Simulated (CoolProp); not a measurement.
The numbers come from the reference Helmholtz-energy equation of state, Span 1996 in CoolProp.

Q: For carbon dioxide, give the phase and the cp (kJ/(kg K)), Prandtl number at 683.1 K and 0.686 MPa.

A: 
- 683.1 K and 0.686 MPa: gas; cp 1.12, Prandtl number 0.729

Viscosity comes from a separate model (Laesecke 2017). Thermal conductivity comes from a separate model (Huber 2016).
